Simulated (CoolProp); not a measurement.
C2F6 (R116) along the isobar 3.79 MPa: density (kg/m³) from the reference equation and from simpler models built on Tc = 293.0 K, pc = 3.048 MPa, ω = 0.257; each cubic takes its own stable root.

Model: reference Helmholtz-energy equation of state, Lemmon 2006, in CoolProp. It is a short technical equation, of lower accuracy than the large ones.

```csv
T (K),phase,reference,van der Waals,Redlich-Kwong,Soave-Redlich-Kwong
189.5,liquid,1645,1062,1534,1581
218.9,liquid,1517,989.6,1399,1451
248.4,liquid,1365,901.5,1232,1281
277.8,liquid,1157,782.0,1005,1035
307.2,supercritical,456.8,527.0,486.3,435.1
336.7,supercritical,265.9,286.3,278.3,262.1
366.1,supercritical,213.6,228.8,223.1,211.1
395.6,supercritical,183.7,196.2,191.5,181.7
425,supercritical,163.4,173.9,169.9,161.6
```
